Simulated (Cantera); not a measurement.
# Aluminium and copper etching: Cu + HF

Feed: 1 mol Cu, a varied amount of HF, held at 2.70 Pa.

Equilibrium computed with Cantera from the NASA thermochemical tables; the gas is ideal and each condensed phase is pure. Candidate condensed phases: Cu, CuF2; 15 gas species. The numbers say what is thermodynamically allowed, not how fast it happens.

### Question
Map the stable condensed phases over T = 225, 325, 425, 525, 625, 725, 825, 925, 1025, 1125, 1225 °C and n(HF) in mol = 1.7, 2.3, 3.3, 4.7, 6.6, 9.3, 13, 19.

### Answer
```
T in °C \ n(HF) in mol
         1.7 2.3 3.3 4.7 6.6 9.3  13  19
   1225    A   B   B   B   B   B   B   B
   1125    A   A   A   A   A   A   A   B
   1025    A   A   A   A   A   A   A   A
    925    A   A   A   A   A   A   A   A
    825    A   A   A   A   A   A   A   A
    725    A   A   A   A   A   A   A   A
    625    A   A   A   A   A   A   A   A
    525    A   A   A   A   A   A   A   A
    425    A   A   A   A   A   A   A   A
    325    A   A   A   A   A   A   A   A
    225    A   A   A   A   A   A   A   A
```
A: Cu; B: gas only.
